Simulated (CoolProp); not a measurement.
Model: reference Helmholtz-energy equation of state, Lemmon 2006, in CoolProp. It is a short technical equation, of lower accuracy than the large ones.

Q: For C2F6 (R116), give the phase and the cv (kJ/(kg K)), viscosity (µPa s), conductivity (mW/(m K)) at 272.8 K and 0.94 MPa; 285.5 K and 0.94 MPa; 387 K and 0.94 MPa.

A: 
- 272.8 K and 0.94 MPa: gas; cv 0.695, viscosity 12.9, conductivity 13.4
- 285.5 K and 0.94 MPa: gas; cv 0.711, viscosity 13.6, conductivity 14.3
- 387 K and 0.94 MPa: gas; cv 0.840, viscosity 18.6, conductivity 22.0

Viscosity comes from a separate model (Huber 2003), an estimate that may be off by 10 % or more. Thermal conductivity comes from a separate model (Huber 2003), an estimate that may be off by 10 % or more.
